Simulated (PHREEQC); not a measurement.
A solution holds 0.00024 mol/kgw NaHS and 0.0038 mol/kgw ZnCl2, at 55 °C. Closed to the air; pH follows from the charge balance.

Computed with PHREEQC (ion-association model, phreeqc.dat).

No solid was allowed to form.

Q: Order these Zn species by the share of Zn that they hold, largest first: Zn(HS)2, ZnOH+, ZnCl+, Zn+2.

A: Zn+2 (93 %), ZnCl+ (4.0 %), Zn(HS)2 (3.2 %), ZnOH+ (0.13 %)

The pH is 5.35 and the ionic strength 0.0110 mol/kgw. Saturation is exceeded, for instance for Sphalerite (slow to form); the values hold only as long as no solid forms. At this temperature some constants are extrapolated from 25 °C, and those without enthalpy data are left unchanged.
